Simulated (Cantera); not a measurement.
## Equilibrium for carbon deposition, reforming and gasification: C2H4 + H2 + N2 + CH4

Input: 1 mol C2H4, 1.5 mol H2, 0.19 mol N2, 0.00018 mol CH4, equilibrated at 42.0 Pa.

Equilibrium computed with Cantera from the NASA thermochemical tables; the gas is ideal and each condensed phase is pure. Candidate condensed phases: C, C6H6, C7H8, C8H18; 92 gas species. The numbers say what is thermodynamically allowed, not how fast it happens.

From 623 K to 2623 K the condensed part is C(graphite). The main C-bearing gas is CH4 at 623 K and C3 at 2623 K.

```tsv
T (K)	x H2	x H	x N2	x CH4	n C(graphite)
623	0.929	<1e-12	0.0524	0.0185	1.93
823	0.948	3.49e-10	0.0515	0.000352	2.00
1023	0.948	1.97e-7	0.0515	2.83e-5	2.00
1223	0.948	1.43e-5	0.0515	5.03e-6	2.00
1423	0.948	0.000316	0.0514	1.44e-6	2.00
1623	0.945	0.00328	0.0511	5.56e-7	2.00
1823	0.928	0.0204	0.0502	2.58e-7	1.99
2023	0.862	0.0860	0.0475	1.25e-7	1.98
2223	0.690	0.260	0.0418	5.01e-8	1.96
2423	0.405	0.550	0.0333	1.17e-8	1.92
2623	0.151	0.800	0.0258	1.20e-9	1.73
```
x: gas mole fraction; n: condensed amount in mol.
